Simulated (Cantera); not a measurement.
# Equilibrium for silicon epitaxy and polysilicon growth: SiH₂Cl₂ + HCl + N₂

Feed: 1 mol SiH₂Cl₂, 0.059 mol HCl, 24 mol N₂, held at 1498.15 K.

Method: chemical equilibrium by Gibbs-energy minimisation in Cantera with the NASA 1993 tables (ideal gas, pure condensed phases). Candidate condensed phases: NH₄Cl, Si, Si₃N₄; 28 gas species. N₂ is the only nitrogen source here; it is nearly inert below about 1500 K, so the nitride shown seldom forms there in practice. The tables' values for SiCl₃ are old estimates; treat these amounts as uncertain. Kinetics and transport are ignored.

From 0.00100 bar to 2.00 bar the condensed part is Si₃N₄(s). The main Si-bearing gas is SiCl₂ at 0.00100 bar and SiCl₄ at 2.00 bar. The share of Si in condensed phases is highest at 2.00 bar (81.6 %) and lowest at 0.00100 bar (41.8 %).

```csv
P (Pa),x N₂,x HCl,x H₂,x SiCl₂,x SiCl₄,x SiCl₃,n Si₃N₄(s)
100,0.920,0.0342,0.0228,0.0222,2.30e-5,0.000399,0.139
460,0.920,0.0438,0.0182,0.0165,0.000162,0.000914,0.183
2100,0.921,0.0515,0.0145,0.0104,0.000810,0.00163,0.224
9600,0.923,0.0554,0.0127,0.00500,0.00236,0.00192,0.254
44000,0.924,0.0559,0.0125,0.00186,0.00413,0.00155,0.269
200000,0.925,0.0545,0.0133,0.000608,0.00550,0.00102,0.272
```
x: gas mole fraction; n: condensed amount in mol.
